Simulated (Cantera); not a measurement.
Input (Python, Cantera):

```python
import numpy as np
import cantera as ct

gas = ct.Solution("gri30.yaml")
gas.TPX = 1575, 4700, {'CH4': 1, 'H2': 11}
inlet = ct.Reservoir(gas, clone=True)

reactor = ct.IdealGasConstPressureReactor(gas, energy="off", clone=False)
exhaust = ct.Reservoir(gas, clone=True)
tau = [0.39, 0.17, 0.071, 0.03, 0.013, 0.0054, 0.0023, 0.00098][0]
for a, b in ((inlet, reactor), (reactor, exhaust)):
    ct.MassFlowController(a, b, mdot=lambda t: reactor.mass / tau)
net = ct.ReactorNet([reactor])
show = ['CH4', 'H2', 'CH3', 'C2H2', 'C2H4', 'C2H6', 'CH2']

rows = []
print(f"{'tau/s':>10s}{'T/K':>9s}" + "".join(f"{s:>11s}" for s in show))
for tau in [0.39, 0.17, 0.071, 0.03, 0.013, 0.0054, 0.0023, 0.00098]:
    net.initial_time = 0.0
    net.advance(30 * tau)
    before = gas.X
    net.advance(40 * tau)
    drift = np.max(np.abs(gas.X - before) / (gas.X + 1e-9))
    rows.append([gas.T, *gas[show].X, drift])
    print(f"{tau:10.3e}{gas.T:9.1f}" + "".join(f"{x:11.3e}" for x in gas[show].X))
```

Output:

```
     tau/s      T/K        CH4         H2        CH3       C2H2       C2H4       C2H6        CH2
 3.900e-01   1575.0  7.384e-02  9.215e-01  2.262e-04  4.084e-03  1.872e-04  8.851e-06  2.871e-08
 1.700e-01   1575.0  7.885e-02  9.188e-01  2.323e-04  1.775e-03  1.783e-04  9.497e-06  2.833e-08
 7.100e-02   1575.0  8.149e-02  9.174e-01  2.225e-04  5.930e-04  1.467e-04  8.973e-06  2.523e-08
 3.000e-02   1575.0  8.264e-02  9.168e-01  1.903e-04  1.334e-04  8.870e-05  6.949e-06  1.838e-08
 1.300e-02   1575.0  8.309e-02  9.167e-01  1.324e-04  1.432e-05  2.924e-05  3.676e-06  9.022e-09
 5.400e-03   1575.0  8.325e-02  9.166e-01  6.752e-05  4.715e-07  3.687e-06  9.862e-07  2.388e-09
 2.300e-03   1575.0  8.330e-02  9.167e-01  3.013e-05  1.105e-08  3.069e-07  1.633e-07  4.802e-10
 9.800e-04   1575.0  8.332e-02  9.167e-01  1.296e-05  2.760e-10  2.353e-08  1.964e-08  8.885e-11
```

Cantera simulation using GRI-Mech 3.0 (53 species, 325 reactions); the numbers are that mechanism's predictions, not measurements. GRI-Mech 3.0 stops at C3 and has no aromatics, soot or wall deposition, so with more carbon than oxygen in the feed, carbon stays in small species such as C2H2 where larger ones or solid carbon would form. Radical loss at walls, strong at low pressure, is not modelled.
